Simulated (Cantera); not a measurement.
A freely propagating, adiabatic, planar premixed flame of CH₃OH : O₂ : N₂ = 1 : 1.65 : 6.2 (molar parts), unburnt at 300 K and 500000 Pa; mixture-averaged transport, grid criteria slope 0.08 and curve 0.16, no radiation.

Model: GRI-Mech 3.0 (53 species, 325 reactions), integrated in Cantera. GRI-Mech 3.0 was tuned for natural gas; its chemistry of methanol as a main component is partial and can be far from experiment. Burning velocities carry a grid error of a few per cent, more on coarse grids.

Predict: laminar burning velocity; thermal thickness; peak x(C₂H₂); peak x(O); peak x(HO₂); peak x(H₂).


| Property | Value |
|---|---|
| laminar burning velocity | 21.6 cm/s |
| thermal thickness | 0.124 mm |
| peak x(C₂H₂) | 2.72e-8 |
| peak x(O) | 0.00152 |
| peak x(HO₂) | 0.00146 |
| peak x(H₂) | 0.0150 |
